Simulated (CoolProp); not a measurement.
Vapour pressure (kPa) of R13: the reference equation beside estimates from Tc = 29.9 °C, pc = 3973 kPa, ω = 0.175. Clausius-Clapeyron is anchored at -97.95 °C with a constant enthalpy of vaporisation of 16.37 kJ/mol.

Computed with CoolProp (reference Helmholtz-energy equation of state, Platzer 1990). This equation is an older, rougher fit; its heat capacities, sound speeds and derivatives of the liquid may be far off and weren't checked against measurements.

```json
[
 {"T (°C)": "-125.95", "reference": "4.015", "Lee-Kesler": "3.742", "Clausius-Clapeyron": "4.484", "van der Waals": "90.51", "Redlich-Kwong": "…", "Soave-Redlich-Kwong": "3.806", "Peng-Robinson": "4.130"},
 {"T (°C)": "-111.95", "reference": "13.84", "Lee-Kesler": "13.08", "Clausius-Clapeyron": "14.33", "van der Waals": "166.0", "Redlich-Kwong": "20.34", "Soave-Redlich-Kwong": "13.25", "Peng-Robinson": "13.95"},
 {"T (°C)": "-97.95", "reference": "38.05", "Lee-Kesler": "36.55", "Clausius-Clapeyron": "38.05", "van der Waals": "277.6", "Redlich-Kwong": "54.48", "Soave-Redlich-Kwong": "36.82", "Peng-Robinson": "37.92"},
 {"T (°C)": "-83.95", "reference": "88.29", "Lee-Kesler": "86.05", "Clausius-Clapeyron": "87.41", "van der Waals": "…", "Redlich-Kwong": "122.0", "Soave-Redlich-Kwong": "86.28", "Peng-Robinson": "87.46"},
 {"T (°C)": "-69.95", "reference": "179.9", "Lee-Kesler": "177.3", "Clausius-Clapeyron": "179.1", "van der Waals": "…", "Redlich-Kwong": "239.0", "Soave-Redlich-Kwong": "177.3", "Peng-Robinson": "177.7"},
 {"T (°C)": "-55.85", "reference": "332.6", "Lee-Kesler": "330.2", "Clausius-Clapeyron": "335.9", "van der Waals": "899.4", "Redlich-Kwong": "…", "Soave-Redlich-Kwong": "330.2", "Peng-Robinson": "328.6"},
 {"T (°C)": "-41.85", "reference": "565.0", "Lee-Kesler": "563.0", "Clausius-Clapeyron": "581.3", "van der Waals": "1221", "Redlich-Kwong": "692.5", "Soave-Redlich-Kwong": "564.4", "Peng-Robinson": "559.1"},
 {"T (°C)": "-27.85", "reference": "900.2", "Lee-Kesler": "898.4", "Clausius-Clapeyron": "…", "van der Waals": "1608", "Redlich-Kwong": "1061", "Soave-Redlich-Kwong": "904.3", "Peng-Robinson": "893.8"},
 {"T (°C)": "-13.85", "reference": "1363", "Lee-Kesler": "1360", "Clausius-Clapeyron": "1458", "van der Waals": "2064", "Redlich-Kwong": "1547", "Soave-Redlich-Kwong": "1375", "Peng-Robinson": "1358"}
]
```

Problem. What belongs in the gaps?

Solution. 
- -125.95, Redlich-Kwong: 5.950
- -83.95, van der Waals: 432.5
- -69.95, van der Waals: 637.1
- -55.85, Redlich-Kwong: 424.2
- -27.85, Clausius-Clapeyron: 945.1

Absolute difference from the reference over all 9 rows, mean and median: Lee-Kesler 2.4 and 1.4 %, Clausius-Clapeyron 3.6 and 2.9 %, van der Waals 549.3 and 254.1 %, Redlich-Kwong 32.3 and 32.9 %, Soave-Redlich-Kwong 2.1 and 1.4 %, Peng-Robinson 1.1 and 0.9 %.
